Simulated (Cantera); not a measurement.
Input (Python, Cantera):

```python
import numpy as np
import cantera as ct

gas = ct.Solution("gri30.yaml")
gas.TPX = 1748, 730000, {'CH4': 1, 'CO': 0.24, 'O2': 0.922, 'N2': 3.47, 'H2O': 0.4}
reactor = ct.IdealGasConstPressureReactor(gas, energy="on", clone=False)
net = ct.ReactorNet([reactor])
net.rtol, net.atol = 1e-08, 1e-16
show = ['CH4', 'CO', 'O2', 'CO2', 'O', 'NO']
times = np.geomspace(4e-06, 0.2, 15)

steps = ct.SolutionArray(gas, extra=["t"])
rows = []
print(f"{'t/s':>10s}{'T/K':>9s}{'P/Pa':>11s}" + "".join(f"{s:>11s}" for s in show))
for t in times:
    while net.time < t:
        t_next = net.step()
        steps.append(gas.state, t=t_next)
    rows.append([np.interp(t, steps.t, y) for y in (steps.T, steps.P, *steps(*show).X.T)])
    print(f"{t:10.3e}{rows[-1][0]:9.1f}{rows[-1][1]:11.4g}" + "".join(f"{x:11.3e}" for x in rows[-1][2:]))
rate = np.gradient(steps.T, steps.t)
print("integrator steps:", len(steps.t))
if steps.T.max() > steps.T[0] + 200:
    print(f"time of steepest temperature rise: {steps.t[rate.argmax()]:.4e} s")
gas.TPX = 1748, 730000, {'CH4': 1, 'CO': 0.24, 'O2': 0.922, 'N2': 3.47, 'H2O': 0.4}
gas.equilibrate("HP")
print(f"equilibrium (HP): T = {gas.T:.1f} K  " + "  ".join(f"{s} {gas[s].X[0]:.3e}" for s in show))
```

It prints:

```
       t/s      T/K       P/Pa        CH4         CO         O2        CO2          O         NO
 4.000e-06   1747.3    7.3e+05  1.653e-01  3.977e-02  1.527e-01  1.814e-05  4.636e-07  2.712e-12
 8.664e-06   1748.3    7.3e+05  1.641e-01  3.977e-02  1.522e-01  5.827e-05  9.027e-07  1.134e-11
 1.876e-05   1758.4    7.3e+05  1.594e-01  4.018e-02  1.499e-01  2.380e-04  1.894e-06  5.718e-11
 4.064e-05   1904.1    7.3e+05  1.109e-01  5.465e-02  1.183e-01  2.465e-03  2.370e-05  5.013e-09
 8.803e-05   2587.0    7.3e+05  2.599e-04  1.520e-01  6.618e-06  2.056e-02  1.886e-05  1.619e-04
 1.907e-04   2581.0    7.3e+05  2.569e-08  1.535e-01  7.465e-06  2.027e-02  2.161e-05  2.810e-04
 4.130e-04   2581.1    7.3e+05  7.462e-10  1.535e-01  7.542e-06  2.028e-02  2.182e-05  2.487e-04
 8.944e-04   2581.5    7.3e+05  7.341e-10  1.535e-01  7.576e-06  2.028e-02  2.191e-05  1.935e-04
 1.937e-03   2581.8    7.3e+05  7.264e-10  1.535e-01  7.605e-06  2.029e-02  2.199e-05  1.481e-04
 4.196e-03   2582.0    7.3e+05  7.235e-10  1.535e-01  7.618e-06  2.029e-02  2.202e-05  1.282e-04
 9.088e-03   2582.0    7.3e+05  7.232e-10  1.535e-01  7.620e-06  2.029e-02  2.202e-05  1.256e-04
 1.968e-02   2582.0    7.3e+05  7.232e-10  1.535e-01  7.620e-06  2.029e-02  2.202e-05  1.255e-04
 4.263e-02   2582.0    7.3e+05  7.232e-10  1.535e-01  7.620e-06  2.029e-02  2.202e-05  1.255e-04
 9.234e-02   2582.0    7.3e+05  7.232e-10  1.535e-01  7.620e-06  2.029e-02  2.202e-05  1.255e-04
 2.000e-01   2582.0    7.3e+05  7.232e-10  1.535e-01  7.620e-06  2.029e-02  2.202e-05  1.255e-04
integrator steps: 1634
time of steepest temperature rise: 4.6827e-05 s
equilibrium (HP): T = 2582.0 K  CH4 8.138e-10  CO 1.535e-01  O2 7.620e-06  CO2 2.029e-02  O 2.202e-05  NO 1.255e-04
```

Model: GRI-Mech 3.0 (53 species, 325 reactions), integrated in Cantera.
